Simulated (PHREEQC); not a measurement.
Na2CO3 is added in steps, without added water, to 1 kg of water holding 0.71 mmol/kgw H2S and 0.39 mmol/kgw NaCl, at 76 °C. No oxygen is let in. No CO2 enters from the air. Only these solids could form: Halite.

Base run: PHREEQC, ion-association model, phreeqc.dat. Each further column changes one thing. The table gives H2S (mol/kgw).

```
Na2CO3 added (mol)      base  Debye-Hückel limiting law  metal-ligand complexes left out  Davies equation for every ion  database wateq4f.dat
------------------  --------  -------------------------  -------------------------------  -----------------------------  --------------------
0                   0.000696                   0.000696                         0.000696                       0.000696              0.000696
0.00011             0.000530                   0.000530                         0.000530                       0.000530              0.000530
0.00022             0.000396                   0.000396                         0.000396                       0.000396              0.000396
0.000385            0.000238                   0.000238                         0.000238                       0.000238              0.000238
0.000495            0.000150                   0.000150                         0.000150                       0.000150              0.000150
0.000605             7.42e-5                    7.43e-5                          7.40e-5                        7.43e-5               7.41e-5
0.000715             1.96e-5                    1.96e-5                          1.91e-5                        1.96e-5               1.92e-5
0.00088              4.33e-6                    4.34e-6                          4.07e-6                        4.33e-6               4.18e-6
0.00099              2.79e-6                    2.80e-6                          2.60e-6                        2.79e-6               2.69e-6
0.0011               2.08e-6                    2.09e-6                          1.92e-6                        2.08e-6               2.01e-6
```

Away from 25 °C the constants follow the database's enthalpies or fits; those with neither stay at their 25 °C values. The polysulfide entries of wateq4f.dat were taken out for this run. phreeqc.dat and wateq4f.dat share most of their constants, so their agreement is no independent check. Solids allowed in the column 'database wateq4f.dat': Halite, Nahcolite, Natron.
